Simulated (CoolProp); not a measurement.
Vapour-liquid equilibrium of ethylene (1) + n-butane (2) at -74.15 °C; x and y are mole fractions of (1).

Model: multi-fluid Helmholtz-energy mixture model, Smukala 2000 and Bücker 2006; pair parameters Bell 2016, in CoolProp.

| x | bubble pressure (MPa) | y at the bubble point | dew pressure at overall composition x (MPa) | liquid density (mol/L) |
|---|---|---|---|---|
| 0.05 | 0.03287 | 0.947 | 0.001887 | 11.87 |
| 0.2 | 0.09472 | 0.983 | 0.002241 | 12.69 |
| 0.35 | 0.1436 | 0.990 | 0.002757 | 13.62 |
| 0.5 | 0.1977 | 0.994 | 0.003582 | 14.65 |
| 0.65 | 0.2626 | 0.997 | 0.005112 | 15.78 |
| 0.8 | 0.3365 | 0.999 | 0.008921 | 17.01 |
| 0.95 | 0.4125 | 1.000 | 0.03488 | 18.25 |

No azeotrope shows between x = 0.05 and 0.95.

Pair parameters are fitted to limited data, so mixtures are less certain than the pure fluids. The gap from Raoult's law changes sign with composition, which may be real or a fault of the pair parameters; it wasn't checked against measurements.
